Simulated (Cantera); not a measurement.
An adiabatic, constant-volume homogeneous reactor starts with C₃H₈ : O₂ : N₂ = 1 : 8.93 : 33.6 (molar parts), equivalence ratio 0.56, at 1425 K and 110000 Pa.

Cantera simulation using GRI-Mech 3.0 (53 species, 325 reactions); the numbers are that mechanism's predictions, not measurements. GRI-Mech 3.0 was tuned for natural gas; its chemistry of propane as a main component is partial and can be far from experiment.

Task: Predict: time of steepest temperature rise; temperature at 0.600 s; equilibrium temperature; x(O₂) at 0.600 s; x(CO) at 0.600 s; x(H₂O₂) at 0.600 s.

Result: time of steepest temperature rise: 0.142 ms
temperature at 0.600 s: 2644 K
equilibrium temperature: 2644 K
x(O₂) at 0.600 s: 0.0791 (gas-phase equilibrium 0.0791)
x(CO) at 0.600 s: 0.0104 (gas-phase equilibrium 0.0104)
x(H₂O₂) at 0.600 s: 3.06e-7 (gas-phase equilibrium 3.06e-7)
